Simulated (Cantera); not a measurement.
Cantera run:

```python
import numpy as np
import cantera as ct

gas_names = """
    CL CLO CL2 Mg MgCL MgCL2 MgO Mg2 O O2 O3
""".split()
cond_names = """
    Mg(cr) Mg(L) MgCL2(s) MgCL2(L) MgO(s) MgO(L)
""".split()


# ... load() reads the species with a 1 bar reference pressure and builds the phases ...
atoms = {
    'MgO': {'Mg': 1, 'O': 1},
    'Cl2': {'CL': 2},
}
top_T = {}  # K; cautious upper limits of use, not melting points


# ... equilibrate(T, P, feed) seeds the gas with the atoms and calls Mixture.equilibrate('TP', solver="vcs", rtol=1e-11, max_steps=5000) ...
results = []
feed = {'MgO': 1, 'Cl2': 18}  # mol
P = 7400  # Pa
for T in [800, 900, 1000, 1100, 1200, 1300, 1400, 1500, 1600]:
    mix = equilibrate(T, P, feed)
    results.append((T, P, feed, dict(zip(mix.species_names, mix.species_moles))))

top = {s: max(r[3][s] / sum(r[3][g] for g in gas_names) for r in results) for s in gas_names}
cols = sorted((s for s in top if top[s] > 1e-05), key=lambda s: -top[s])[:8]
seen = [c for c in cond_names if any(r[3].get(c, 0) > 1e-12 for r in results)]
print("log10 of partial pressures in bar; condensed amounts in mol")
print(f"{'T/K':>10s}" + "".join(f"{s[:9]:>10s}" for s in cols + seen))
for T, P, feed, n in results:
    ng = sum(n[g] for g in gas_names)
    print(f"{T:10.4g}" + "".join(f"{np.log10(max(n[s] / ng * P / 1e5, 1e-99)):10.3f}" for s in cols)
          + "".join(f"{n.get(c, 0):10.4g}" for c in seen))
```

It prints:

```
log10 of partial pressures in bar; condensed amounts in mol
       T/K       CL2        CL     MgCL2        O2       CLO  MgCL2(s)  MgCL2(L)    MgO(s)
       800    -1.143    -5.601    -6.798    -2.675    -7.854         1         0         0
       900    -1.136    -4.699    -5.065    -3.036    -7.293    0.4407         0    0.5572
      1000    -1.135    -3.978    -3.721    -3.347    -6.858         0     0.172    0.7818
      1100    -1.146    -3.392    -2.858    -3.159    -6.286         0         0    0.6586
      1200    -1.175    -2.913    -2.402    -2.703    -5.669         0         0         0
      1300    -1.187    -2.500    -2.407    -2.709    -5.337         0         0         0
      1400    -1.213    -2.153    -2.419    -2.721    -5.064         0         0         0
      1500    -1.261    -1.864    -2.440    -2.743    -4.844         0         0         0
      1600    -1.342    -1.630    -2.473    -2.777    -4.680         0         0         0
```

These are equilibrium values from Cantera (NASA tables, ideal gas, pure condensed phases), not measurements of a reactor.
